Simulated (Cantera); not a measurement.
Input: 1 mol C₆H₆, 0.073 mol CO₂, 8.6 mol H₂, equilibrated at 0.00400 bar.

Cantera equilibrium calculation (NASA polynomials, part measured and part estimated; ideal gas, pure solids and liquids). Candidate condensed phases: C, C₆H₆, C₇H₈, C₈H₁₈, H₂O; 110 gas species. Kinetics and transport are ignored.

Question: At 2325 K, list the 5 most abundant gas species with their mole fractions, and the condensed phases.

Answer: H₂ 0.826, H 0.158, CO 0.0114, C₂H₂ (acetylene) 0.00404, C₂H 3.72e-5. Condensed: C(graphite).
